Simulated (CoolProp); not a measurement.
A single-stage vapour-compression cycle with sulfur dioxide: evaporating at 224.15 K (dew point), condensing at 244.15 K (bubble point), superheat 5 K, subcooling 8 K, compressor efficiency 0.75, no pressure losses. Each further row changes one setting.

Model: reference Helmholtz-energy equation of state, Gao 2016, in CoolProp.

| case | cooling COP | pressure ratio | discharge temperature (K) | refrigerating effect (kJ/kg) | volumetric capacity (kJ/m³) |
|---|---|---|---|---|---|
| as stated | 7.72 | 3.25 | 316.5 | 409 | 171 |
| evaporating temperature 229.15 K | ? | ? | 297.4 | 412 | 231 |
| condensing temperature 239.15 K | 10.5 | 2.48 | 294.9 | 416 | 173 |
| subcooling 13 K | 7.85 | 3.25 | 316.5 | 416 | 173 |
| superheat 15 K | ? | 3.25 | 329.3 | ? | 166 |
| compressor efficiency 0.65 | 6.69 | 3.25 | 329.1 | 409 | 171 |

Task: Complete the blanks.

Result: 
- evaporating temperature 229.15 K, cooling COP: 10.8
- evaporating temperature 229.15 K, pressure ratio: 2.37
- superheat 15 K, cooling COP: 7.51
- superheat 15 K, refrigerating effect (kJ/kg): 415
